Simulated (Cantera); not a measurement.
Input (Python, Cantera) and output of one run.

```python
import numpy as np
import cantera as ct

gas_names = [...]  # 110 gases of nasa_gas.yaml made of C, F, H
cond_names = """
    C(gr) C6H6(L) C7H8(L) C8H18(L),n-octa
""".split()


# ... load() reads the species with a 1 bar reference pressure and builds the phases ...
atoms = {
    'CH3F': {'C': 1, 'H': 3, 'F': 1},
    'F2': {'F': 2},
}
top_T = {'C(gr)': 4500}  # K; cautious upper limits of use, not melting points


# ... equilibrate(T, P, feed) seeds the gas with the atoms and calls Mixture.equilibrate('TP', solver="vcs", rtol=1e-11, max_steps=5000) ...
results = []
feed = {'CH3F': 1, 'F2': 2.3}  # mol
P = 42  # Pa
for T in [3000, 3500, 4000, 4500, 5000]:
    mix = equilibrate(T, P, feed)
    results.append((T, P, feed, dict(zip(mix.species_names, mix.species_moles))))

top = {s: max(r[3][s] / sum(r[3][g] for g in gas_names) for r in results) for s in gas_names}
cols = sorted((s for s in top if top[s] > 1e-05), key=lambda s: -top[s])[:6]
seen = [c for c in cond_names if any(r[3].get(c, 0) > 1e-12 for r in results)]
print("log10 of partial pressures in bar; condensed amounts in mol")
print(f"{'T/K':>10s}" + "".join(f"{s[:9]:>10s}" for s in cols + seen))
for T, P, feed, n in results:
    ng = sum(n[g] for g in gas_names)
    print(f"{T:10.4g}" + "".join(f"{np.log10(max(n[s] / ng * P / 1e5, 1e-99)):10.3f}" for s in cols)
          + "".join(f"{n.get(c, 0):10.4g}" for c in seen))
```

It prints:

```
log10 of partial pressures in bar; condensed amounts in mol
       T/K         F         H        HF         C        C3        CF
      3000    -3.671    -4.144    -4.004    -4.806    -5.038    -5.119
      3500    -3.616    -3.895    -5.183    -4.376    -7.080    -6.020
      4000    -3.611    -3.883    -6.283    -4.360    -9.538    -7.044
      4500    -3.611    -3.882    -7.154    -4.360   -11.486    -7.859
      5000    -3.611    -3.882    -7.854    -4.363   -13.055    -8.518
```

Method: chemical equilibrium by Gibbs-energy minimisation in Cantera with the NASA 1993 tables (ideal gas, pure condensed phases).
